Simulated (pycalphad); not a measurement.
Freezing of Si-Al-Mn alloys with rising Mn

All values are pycalphad results on the COST 507 light-alloy database (1999) (1 atm), not direct measurements. The database dates from 1999; later assessments differ in places, in temperatures and in the compounds included. Phase fractions are per mole of atoms.

Scheil-Gulliver runs (no diffusion in the solid, steps of 4 K) beside full equilibrium.

```json
[
 {"alloy": "Si-74.11Al-1.202Mn (wt.%)", "liquidus (K)": "1022", "Scheil, half solid (K)": "at the invariant end", "Scheil, 80 % solid (K)": "at the invariant end", "Scheil, invariant end (K)": "850", "liquid left at that end": "0.84", "equilibrium solidus (K)": "850"},
 {"alloy": "Si-73.68Al-2.391Mn (wt.%)", "liquidus (K)": "1009", "Scheil, half solid (K)": "at the invariant end", "Scheil, 80 % solid (K)": "at the invariant end", "Scheil, invariant end (K)": "850", "liquid left at that end": "0.81", "equilibrium solidus (K)": "850"},
 {"alloy": "Si-73.25Al-3.565Mn (wt.%)", "liquidus (K)": "995", "Scheil, half solid (K)": "at the invariant end", "Scheil, 80 % solid (K)": "at the invariant end", "Scheil, invariant end (K)": "850", "liquid left at that end": "0.79", "equilibrium solidus (K)": "850"},
 {"alloy": "Si-72.82Al-4.726Mn (wt.%)", "liquidus (K)": "985", "Scheil, half solid (K)": "at the invariant end", "Scheil, 80 % solid (K)": "at the invariant end", "Scheil, invariant end (K)": "850", "liquid left at that end": "0.78", "equilibrium solidus (K)": "850"},
 {"alloy": "Si-69.61Al-13.55Mn (wt.%)", "liquidus (K)": "[?]", "Scheil, half solid (K)": "at the invariant end", "Scheil, 80 % solid (K)": "at the invariant end", "Scheil, invariant end (K)": "850", "liquid left at that end": "[?]", "equilibrium solidus (K)": "850"}
]
```

Problem. Fill in the missing entries.

Solution. 
- Si-69.61Al-13.55Mn (wt.%), liquidus (K): 1088
- Si-69.61Al-13.55Mn (wt.%), liquid left at that end: 0.60
